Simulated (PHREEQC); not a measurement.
Make-up at 20 °C: 40 mmol/kgw NaOH. It is in equilibrium with CO2 at log p = -1 (atm). Otherwise closed; pH follows from the charge balance.

All values are PHREEQC results (ion-association model, phreeqc.dat), not measurements.

Precipitation was switched off in this run.

Problem. Predict the pH, ionic strength.

Solution. pH 7.31; ionic strength 0.0394 mol/kgw.

Problem. In which forms is Na present?

Solution. Na+ 98 %, NaHCO3 1.6 % of the Na.

Complexes and solids missing from the database can't appear.
